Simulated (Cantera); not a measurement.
What does this Cantera script print?

```python
import numpy as np
import cantera as ct

gas_names = """
    B BH BH2 BH3 BO BO2 B2 B2O B2O2 B2O3 B3O3H3 H HBO HBO2 HO2 H2 H2O H2O2 H3B3O6 O OH O2 O3
""".split()
cond_names = """
    B(b) B(L) B2O3(L) B3O3H3(cr) H2O(s) H2O(L)
""".split()


# ... load() reads the species with a 1 bar reference pressure and builds the phases ...
atoms = {
    'B2H6': {'B': 2, 'H': 6},
    'O2': {'O': 2},
    'H2': {'H': 2},
}
top_T = {}  # K; cautious upper limits of use, not melting points


# ... equilibrate(T, P, feed) seeds the gas with the atoms and calls Mixture.equilibrate('TP', solver="vcs", rtol=1e-11, max_steps=5000) ...
results = []
feed = {'B2H6': 1, 'O2': 3.1, 'H2': 4.9}  # mol
P = 133.322  # Pa
for T in [1248, 1298, 1348, 1398, 1448, 1498, 1548, 1598, 1648, 1698, 1748, 1798]:
    mix = equilibrate(T, P, feed)
    results.append((T, P, feed, dict(zip(mix.species_names, mix.species_moles))))

top = {s: max(r[3][s] / sum(r[3][g] for g in gas_names) for r in results) for s in gas_names}
cols = sorted((s for s in top if top[s] > 0.001), key=lambda s: -top[s])[:8]
seen = [c for c in cond_names if any(r[3].get(c, 0) > 1e-12 for r in results)]
print("log10 of partial pressures in bar; condensed amounts in mol")
print(f"{'T/K':>10s}" + "".join(f"{s[:9]:>10s}" for s in cols + seen))
for T, P, feed, n in results:
    ng = sum(n[g] for g in gas_names)
    print(f"{T:10.4g}" + "".join(f"{np.log10(max(n[s] / ng * P / 1e5, 1e-99)):10.3f}" for s in cols)
          + "".join(f"{n.get(c, 0):10.4g}" for c in seen))
```

It prints:

```
log10 of partial pressures in bar; condensed amounts in mol
       T/K        H2       H2O      HBO2      B2O3         H       HBO   B2O3(L)
      1248    -3.107    -3.289    -4.440    -7.382    -7.884    -8.339    0.8895
      1298    -3.112    -3.307    -4.176    -6.754    -7.526    -7.874    0.7953
      1348    -3.120    -3.338    -3.940    -6.175    -7.196    -7.441    0.6393
      1398    -3.133    -3.388    -3.732    -5.640    -6.891    -7.035    0.3939
      1448    -3.151    -3.466    -3.556    -5.143    -6.611    -6.649   0.02604
      1498    -3.153    -3.471    -3.550    -5.065    -6.341    -6.500         0
      1548    -3.153    -3.469    -3.553    -5.015    -6.088    -6.375         0
      1598    -3.153    -3.468    -3.557    -4.969    -5.851    -6.258         0
      1648    -3.154    -3.466    -3.561    -4.927    -5.627    -6.149         0
      1698    -3.155    -3.465    -3.565    -4.889    -5.417    -6.047         0
      1748    -3.156    -3.464    -3.570    -4.854    -5.219    -5.952         0
      1798    -3.158    -3.462    -3.575    -4.822    -5.032    -5.864         0
```

These are equilibrium values from Cantera (NASA tables, ideal gas, pure condensed phases), not measurements of a reactor. The feed counts by its element totals alone. Gases not in the tables: H3BO3.
